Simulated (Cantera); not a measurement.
Mixture: 6.59 % CO, 0.534 % H2, 2.31 % CH4, 15.2 % O2, 57.0 % N2, 18.5 % H2O, at 500000 Pa, adiabatic and at constant volume. Ignition delay is the time to a rise of 400 K.

Model: GRI-Mech 3.0 (53 species, 325 reactions), integrated in Cantera.

**Question.** At T0 = 1175 K, what is the delay, and which 8 reactions control it most (d ln τ / d ln k, from doubling and halving each rate constant)?

**Answer.** The delay is 1.81 ms.
```
reaction                    d ln τ / d ln k   faster rate
--------------------------  ---------------  ------------
H + O2 <=> O + OH                     -1.06   shortens it
CH3 + HO2 <=> CH3O + OH               -0.93   shortens it
CH4 + OH <=> CH3 + H2O                 0.63  lengthens it
2 CH3 (+M) <=> C2H6 (+M)               0.62  lengthens it
CO + OH <=> CO2 + H                   -0.52   shortens it
H + O2 + H2O <=> HO2 + H2O             0.39  lengthens it
H2 + OH <=> H + H2O                   -0.28   shortens it
CO + HO2 <=> CO2 + OH                  0.27  lengthens it
```
